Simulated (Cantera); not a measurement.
# Dilute partial oxidation

An isothermal, constant-pressure homogeneous reactor starts with 1.57 % CH4, 0.597 % O2, 97.8 % N2, equivalence ratio 5.2, at 1275 K and 1.90 bar.

Computed with Cantera and GRI-Mech 3.0 (53 species, 325 reactions). GRI-Mech 3.0 stops at C3 and has no aromatics, soot or wall deposition, so with more carbon than oxygen in the feed, carbon stays in small species such as C2H2 where larger ones or solid carbon would form.

```tsv
t (s)	x CH4	x O2	x NO	x H2	x CH2O	x H	x C2H
0.000700	0.0157	0.00597	<1e-12	2.10e-8	2.88e-9	1.23e-10	<1e-12
0.00228	0.0157	0.00597	<1e-12	8.63e-8	3.85e-8	1.75e-10	<1e-12
0.00740	0.0157	0.00597	<1e-12	4.02e-7	4.26e-7	2.58e-10	<1e-12
0.0240	0.0156	0.00597	<1e-12	1.79e-6	2.42e-6	3.42e-10	<1e-12
0.0782	0.0156	0.00595	<1e-12	8.56e-6	9.40e-6	6.14e-10	<1e-12
0.254	0.0155	0.00589	<1e-12	6.19e-5	2.84e-5	2.09e-9	<1e-12
0.826	0.0146	0.00541	2.04e-12	0.000595	3.91e-5	1.36e-8	<1e-12
2.69	0.00863	0.000644	1.86e-10	0.00616	4.88e-6	1.15e-7	6.35e-12
8.73	0.00788	2.64e-5	1.09e-10	0.00741	1.37e-7	3.65e-8	2.25e-12
28.4	0.00747	9.20e-8	4.37e-11	0.00813	3.76e-9	3.28e-8	2.11e-12
92.3	0.00644	<1e-12	3.10e-12	0.00989	2.63e-9	3.90e-8	2.70e-12
300	0.00455	<1e-12	1.15e-12	0.0130	1.78e-9	5.21e-8	3.87e-12
```
x: mole fraction; the columns are a selection and need not sum to one.

Equilibrium at this temperature and pressure: CH4 0.000883, O2 <1e-12, NO <1e-12, H2 0.0275, CH2O 2.89e-10, H 8.93e-8, C2H <1e-12 (gas phase only).
